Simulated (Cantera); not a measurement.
An adiabatic, constant-volume homogeneous reactor starts with CH4 : CO : O2 : N2 : H2O = 1 : 0.18 : 4.1 : 15.4 : 3.4 (molar parts), at 1373 K and 8.20 bar.

Cantera simulation using GRI-Mech 3.0 (53 species, 325 reactions); the numbers are that mechanism's predictions, not measurements.

x: mole fraction; the columns are a selection and need not sum to one.

```tsv
t (s)	T (K)	P (bar)	x CH4	x CO	x O2	x C2H4	x NO	x OH
8.00e-6	1373	8.20	0.0415	0.00748	0.170	1.98e-11	<1e-12	6.70e-9
1.61e-5	1373	8.20	0.0415	0.00747	0.170	2.32e-10	<1e-12	1.41e-8
3.26e-5	1373	8.20	0.0415	0.00747	0.170	[?]	<1e-12	3.31e-8
6.58e-5	1373	8.20	0.0415	0.00747	0.170	[?]	<1e-12	8.53e-8
0.000133	1373	8.20	0.0414	0.00747	0.170	[?]	<1e-12	1.91e-7
0.000268	1375	8.21	0.0411	0.00748	0.170	[?]	<1e-12	3.60e-7
0.000540	1390	8.30	0.0392	0.00782	0.168	[?]	1.39e-12	1.67e-6
0.00109	2424	14.5	<1e-12	0.00108	0.0821	<1e-12	0.000534	0.00683
0.00220	2421	14.4	<1e-12	0.00106	0.0814	<1e-12	0.00199	0.00675
0.00444	2416	14.4	<1e-12	0.00104	0.0803	<1e-12	0.00440	0.00661
0.00896	2409	14.4	<1e-12	0.00101	0.0788	<1e-12	0.00746	0.00643
0.0181	2404	14.3	<1e-12	0.000991	0.0776	<1e-12	0.00977	0.00630
0.0365	2402	14.3	<1e-12	0.000985	0.0773	<1e-12	0.0105	0.00627
0.0737	2402	14.3	<1e-12	0.000985	0.0773	<1e-12	0.0105	0.00626
0.149	2402	14.3	<1e-12	0.000985	0.0773	<1e-12	0.0105	0.00626
0.300	2402	14.3	<1e-12	0.000985	0.0773	<1e-12	0.0105	0.00626
```

### Question
Fill in the missing entries.

### Answer

- 3.26e-5, x C2H4: 3.17e-9
- 6.58e-5, x C2H4: 4.94e-8
- 0.000133, x C2H4: 6.47e-7
- 0.000268, x C2H4: 5.61e-6
- 0.000540, x C2H4: 8.89e-5
